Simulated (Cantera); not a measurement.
An adiabatic, constant-volume homogeneous reactor starts with CH₄ : CO : O₂ : N₂ = 1 : 0.35 : 1.16 : 9.16 (molar parts), equivalence ratio 1.9, at 1650 K and 750 Torr.

Cantera simulation using GRI-Mech 3.0 (53 species, 325 reactions); the numbers are that mechanism's predictions, not measurements.

x: mole fraction; the columns are a selection and need not sum to one.

```csv
t (s),T (K),P (bar),x CH₄,x CO,x O₂,x CH₃,x HO₂,x C₂H₆,x NO
1.00e-6,1650,1.000,0.0857,0.0300,0.0994,9.30e-7,1.73e-7,2.43e-12,<1e-12
3.80e-6,1650,1.000,0.0857,0.0300,0.0994,4.37e-6,6.20e-7,2.16e-10,<1e-12
1.44e-5,1650,1.000,0.0857,0.0300,0.0994,1.88e-5,1.89e-6,[?],<1e-12
5.48e-5,1650,1.000,0.0856,0.0300,0.0994,8.67e-5,3.49e-6,[?],<1e-12
0.000208,1651,1.00,0.0847,0.0300,0.0990,0.000427,7.59e-6,[?],7.82e-12
0.000790,2564,1.68,2.06e-12,0.0899,0.000111,4.71e-12,7.02e-8,<1e-12,0.000270
0.00300,2583,1.69,2.30e-12,0.0901,6.95e-5,4.25e-12,4.54e-8,<1e-12,0.000373
0.0114,2582,1.69,2.33e-12,0.0901,6.89e-5,4.29e-12,4.50e-8,<1e-12,0.000457
0.0433,2582,1.69,2.33e-12,0.0902,6.88e-5,4.29e-12,4.50e-8,<1e-12,0.000462
0.164,2582,1.69,2.33e-12,0.0902,6.88e-5,4.29e-12,4.50e-8,<1e-12,0.000462
0.624,2582,1.69,2.33e-12,0.0902,6.88e-5,4.29e-12,4.50e-8,<1e-12,0.000462
2.37,2582,1.69,2.33e-12,0.0902,6.88e-5,4.29e-12,4.50e-8,<1e-12,0.000462
9.00,2582,1.69,2.33e-12,0.0902,6.88e-5,4.29e-12,4.50e-8,<1e-12,0.000462
```

Question: Fill in the missing entries.

Answer: 
- 1.44e-5, x C₂H₆: 1.52e-8
- 5.48e-5, x C₂H₆: 1.12e-6
- 0.000208, x C₂H₆: 8.24e-5
